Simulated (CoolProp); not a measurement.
Saturation properties of sulfur dioxide.

The numbers come from the reference Helmholtz-energy equation of state, Gao 2016 in CoolProp.

| T (K) | p (bar) | liquid density (kg/m³) | vapour density (kg/m³) |
|---|---|---|---|
| 252 | 0.6003 | 1490 | 1.872 |
| 265.1 | 1.105 | 1456 | 3.310 |
| 278.3 | 1.911 | 1421 | 5.527 |
| 291.5 | 3.121 | 1385 | 8.770 |
| 304.7 | 4.856 | 1348 | 13.34 |
| 317.8 | 7.228 | 1309 | 19.55 |
| 331 | 10.42 | 1268 | 27.94 |
| 344.2 | 14.56 | 1224 | 39.04 |
| 357.4 | 19.82 | 1177 | 53.66 |
| 370.6 | 26.37 | 1124 | 72.94 |
| 383.7 | 34.34 | 1065 | 98.51 |
| 396.9 | 44.07 | 994.9 | 134.1 |
| 410.1 | 55.75 | 906.4 | 187.1 |
| 423.3 | 69.77 | 772.2 | 284.5 |

It boils at 263.1 K under 1 atm.
